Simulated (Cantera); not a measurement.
A freely propagating, adiabatic, planar premixed flame of H2 : O2 : N2 = 1 : 0.278 : 1.04 (molar parts), equivalence ratio 1.8, unburnt at 723 K and 1.28 atm; mixture-averaged transport, grid criteria slope 0.08 and curve 0.16, no radiation.

Detailed kinetics in Cantera: the H2/O2 subset of GRI-Mech 3.0, which has no nitrogen chemistry. Burning velocities carry a grid error of a few per cent, more on coarse grids.

Q: Predict: laminar burning velocity; thermal thickness; peak x(O); peak x(H2O2); peak x(OH).

A: 
- laminar burning velocity: 1300 cm/s
- thermal thickness: 0.348 mm
- peak x(O): 0.00605
- peak x(H2O2): 4.69e-6
- peak x(OH): 0.00899
